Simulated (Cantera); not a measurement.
What does this Cantera script print?

```python
import numpy as np
import cantera as ct

gas = ct.Solution("gri30.yaml", transport_model="mixture-averaged")
show = ['O', 'CH4', 'C2H2']

rows = []
print(f"{'T/K':>7s}{'rho':>11s}{'cp':>10s}{'mu':>11s}{'lambda':>11s}{'Pr':>7s}" + "".join(f"{'D_' + s:>11s}" for s in show))
for T in [400, 500, 600, 700, 800, 900, 1000, 1100]:
    gas.TPX = T, 39, {'CH3OH': 0.088, 'CO2': 0.94}
    Pr = gas.cp_mass * gas.viscosity / gas.thermal_conductivity
    D = [gas.mix_diff_coeffs_mole[gas.species_index(s)] for s in show]
    rows.append([gas.density, gas.cp_mass, gas.viscosity, gas.thermal_conductivity, Pr, *D])
    print(f"{T:7g}{gas.density:11.4e}{gas.cp_mass:10.1f}{gas.viscosity:11.4e}"
          f"{gas.thermal_conductivity:11.4e}{Pr:7.3f}" + "".join(f"{d:11.4e}" for d in D))
print("SI units: kg/m3, J/kg/K, Pa s, W/m/K, m2/s")
```

Result:

```
    T/K        rho        cp         mu     lambda     Pr        D_O      D_CH4     D_C2H2
    400 5.0406e-04     980.4 1.9163e-05 2.5562e-02  0.735 1.1040e-01 7.5965e-02 5.4853e-02
    500 4.0325e-04    1067.7 2.3336e-05 3.3879e-02  0.735 1.6364e-01 1.1384e-01 8.2930e-02
    600 3.3604e-04    1141.5 2.7172e-05 4.2108e-02  0.737 2.2455e-01 1.5739e-01 1.1538e-01
    700 2.8803e-04    1202.6 3.0734e-05 5.0111e-02  0.738 2.9258e-01 2.0617e-01 1.5185e-01
    800 2.5203e-04    1253.0 3.4072e-05 5.7844e-02  0.738 3.6731e-01 2.5986e-01 1.9208e-01
    900 2.2403e-04    1295.5 3.7221e-05 6.5297e-02  0.738 4.4841e-01 3.1818e-01 2.3584e-01
   1000 2.0162e-04    1334.1 4.0211e-05 7.2478e-02  0.740 5.3560e-01 3.8092e-01 2.8295e-01
   1100 1.8329e-04    1364.6 4.3064e-05 7.9400e-02  0.740 6.2865e-01 4.4791e-01 3.3327e-01
SI units: kg/m3, J/kg/K, Pa s, W/m/K, m2/s
```

Cantera simulation using GRI-Mech 3.0 (53 species, 325 reactions); the numbers are that mechanism's predictions, not measurements. Polar gases are described roughly by these parameters. The composition is frozen, though it would react at the higher temperatures.
